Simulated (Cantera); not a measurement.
Feed: 1 mol Fe, 0.67 mol CO₂, 6.9 mol H₂, equilibrated at 1.00 bar.

Method: chemical equilibrium by Gibbs-energy minimisation in Cantera with the NASA 1993 tables (ideal gas, pure condensed phases). Candidate condensed phases: C, C₆H₆, C₇H₈, C₈H₁₈, Fe, Fe(CO)₅, FeO, Fe(OH)₂, Fe(OH)₃, Fe₂O₃, Fe₃O₄, H₂O; 114 gas species. The tables' stoichiometric FeO is somewhat more stable than real wüstite, so its field is too wide. FeO: taken at fixed stoichiometry. Kinetics and transport are ignored.

Q: At 900 K, list the 5 most abundant gas species with their mole fractions, and the condensed phases.

A: H₂ 0.792, H₂O 0.107, CH₄ 0.0740, CO 0.0211, CO₂ 0.00654. Condensed: Fe(α) + FeO(s).
